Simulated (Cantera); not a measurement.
**Chemical vapour transport: Al + H₂O + O₂**

Input: 1 mol Al, 1.1 mol H₂O, a varied amount of O₂, held at 1348 K and 100000 Pa.

Equilibrium computed with Cantera from the NASA thermochemical tables; the gas is ideal and each condensed phase is pure. Candidate condensed phases: Al, Al₂O₃, H₂O; 19 gas species. Mutual solubility and eutectic melting of coexisting phases are not modelled. Gases not in the tables: Al(OH)₃. Rates play no part.

From 0.13 mol O₂ to 0.19 mol O₂ the condensed part is Al(l) + Al₂O₃(s). From 0.23 mol O₂ to 0.78 mol O₂ the condensed part is Al₂O₃(s).

```csv
n(O₂) (mol),x H₂,x H₂O,x O₂,x OH,n Al(l),n Al₂O₃(s)
0.13,1.000,4.06e-10,<1e-12,<1e-12,0.0933,0.453
0.16,1.000,4.06e-10,<1e-12,<1e-12,0.0533,0.473
0.19,1.000,4.06e-10,<1e-12,<1e-12,0.0133,0.493
0.23,0.945,0.0545,<1e-12,2.09e-9,0,0.500
0.27,0.873,0.127,<1e-12,5.08e-9,0,0.500
0.32,0.782,0.218,<1e-12,9.19e-9,0,0.500
0.38,0.673,0.327,<1e-12,1.49e-8,0,0.500
0.46,0.527,0.473,<1e-12,2.43e-8,0,0.500
0.55,0.364,0.636,<1e-12,3.93e-8,0,0.500
0.66,0.164,0.836,1.02e-12,7.70e-8,0,0.500
0.78,1.18e-6,0.973,0.0265,3.34e-5,0,0.500
```
x: gas mole fraction; n: condensed amount in mol.
